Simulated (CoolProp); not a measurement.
C2F6 (R116) at 298.15 K and 0.155 MPa is throttled through a valve to 0.0332 MPa with no heat exchange. Each further row changes one setting.

The numbers come from the reference Helmholtz-energy equation of state, Lemmon 2006 in CoolProp. It is a short technical equation, of lower accuracy than the large ones.

```
case                         temperature change (K)  final density (kg/m³)
---------------------------  ----------------------  ---------------------
as stated                                      -1.0                   1.86
outlet pressure 0.00996 MPa                    -1.2                  0.557
outlet pressure 0.0432 MPa                     -0.9                   2.42
```
